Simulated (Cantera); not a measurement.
## Thermodynamics of silicon oxide and oxynitride deposition, feed SiH4 + O2 + N2

Charge: 1 mol SiH4, 0.24 mol O2, 19 mol N2, at 0.00120 bar.

Equilibrium computed with Cantera from the NASA thermochemical tables; the gas is ideal and each condensed phase is pure. Candidate condensed phases: H2O, Si, SiO2, Si2N2O, Si3N4; 35 gas species. N2 is the only nitrogen source here; it is nearly inert below about 1500 K, so the nitride shown seldom forms there in practice. Mutual solubility and eutectic melting of coexisting phases are not modelled. The tables' values for SiN are old estimates; treat these amounts as uncertain. Rates play no part.

From 525 °C to 1275 °C the condensed part is Si2N2O(s) + Si3N4(s). From 1425 °C to 1575 °C the condensed part is Si(l). At 1725 °C nothing is condensed.

```csv
T (°C),log p N2,log p H2,log p Si,log p SiO,log p H,n Si2N2O(s),n Si3N4(s),n Si(l)
525,-2.97,-3.93,<-14,<-14,-13.54,0.480,0.0133,0
675,-2.97,-3.93,<-14,<-14,-11.25,0.480,0.0133,0
825,-2.97,-3.93,<-14,-13.93,-9.57,0.480,0.0133,0
975,-2.97,-3.93,-13.75,-10.59,-8.30,0.480,0.0133,0
1125,-2.97,-3.93,-10.64,-7.99,-7.29,0.480,0.0134,0
1275,-2.97,-3.93,-8.14,-5.89,-6.48,0.458,0.0206,0
1425,-2.97,-3.96,-6.18,-4.57,-5.82,0,0,0.507
1575,-2.98,-3.97,-5.20,-4.57,-5.26,0,0,0.398
1725,-2.99,-4.00,-4.57,-4.58,-4.79,0,0,0
```
log p: log10 of the partial pressure in bar; n: condensed amount in mol.
